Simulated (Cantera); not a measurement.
Charge: 1 mol Si, 0.037 mol O₂, 130 mol H₂, 0.12 mol N₂O, at 1973 K and 13300 Pa.

These are equilibrium values from Cantera (NASA tables, ideal gas, pure condensed phases), not measurements of a reactor. Candidate condensed phases: H₂O, Si, SiO₂, Si₂N₂O, Si₃N₄; 35 gas species. Gases not in the tables: Si₂H₆ and higher silanes. Kinetics and transport are ignored.

Base state: H₂ 0.994, H 0.00368, SiO 0.00149, N₂ 0.000918, Si 0.000237, SiH₂ 9.03e-5, SiH 6.23e-5 (mole fractions); condensed: Si(l).

What changes in the equilibrium state with this change: temperature from 1973 K to 1525 K?


```
species           before     after
--------------  --------  --------
H₂                 0.994     0.999
SiO              0.00149  0.000580
H                0.00368   6.48e-5
N₂              0.000918   1.17e-5
Si              0.000237   1.42e-7
SiH              6.23e-5   1.50e-7
SiH₂             9.03e-5   2.05e-6
Si(l), mol         0.754         0
Si(s), mol             0     0.687
Si₂N₂O(s), mol         0     0.118
```
Mutual solubility and eutectic melting of coexisting phases are not modelled.
